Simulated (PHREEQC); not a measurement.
0.016 g of hydrous ferric oxide (600 m²/g; 0.2 weak and 0.005 strong sites per Fe, Dzombak-Morel constants, diffuse double layer) in 1 kg of water with 0.05 mol/kgw of an inert sodium salt, at 25 °C; the pH is set by adding NaOH or the inert anion's acid. Oxygen alone is held at its pressure in air (log pO2 = -0.68). The system is closed to CO2. No solid was allowed to form.

All values are PHREEQC results (ion-association model, wateq4f.dat), not measurements.

Task: Predict surface charge σ (C/m²) at pH = 5.5, 6, 7.5.

Result: 
| pH | surface charge σ (C/m²) |
|---|---|
| 5.5 | 0.130 |
| 6 | 0.089 |
| 7.5 | 0.017 |
